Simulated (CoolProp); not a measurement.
Saturation properties of n-nonane (Tc = 321.4 °C, pc = 22.82 bar, ω = 0.443).

Model: reference Helmholtz-energy equation of state, Lemmon 2006, in CoolProp. It is a short technical equation, of lower accuracy than the large ones.

```
T (°C)  p (bar)  liquid cp (kJ/(kg K))  surface tension (mN/m)  liquid viscosity (µPa s)  liquid conductivity (mW/(m K))
------  -------  ---------------------  ----------------------  ------------------------  ------------------------------
87.65    0.1322                  2.457                    16.6                         …                             111
93.75         …                  2.482                    16.0                       325                             109
99.75         …                  2.508                    15.5                         …                             108
105.75        …                  2.534                    15.0                       295                             107
111.75   0.3170                  2.560                    14.5                       281                               …
117.75   0.3861                      …                    13.9                       268                             104
123.75   0.4669                  2.612                    13.4                       256                             103
129.75   0.5607                  2.639                    12.9                       244                             102
```

**Question.** Fill in the missing entries.

**Answer.** 
- 87.65, liquid viscosity (µPa s): 343
- 93.75, p (bar): 0.1672
- 99.75, p (bar): 0.2087
- 99.75, liquid viscosity (µPa s): 309
- 105.75, p (bar): 0.2583
- 111.75, liquid conductivity (mW/(m K)): 105
- 117.75, liquid cp (kJ/(kg K)): 2.586

It boils at 150.8 °C under 1 atm.

Viscosity comes from a separate model (Huber 2004). Thermal conductivity comes from a separate model (Huber 2005). Surface tension comes from a separate correlation (Mulero 2012).
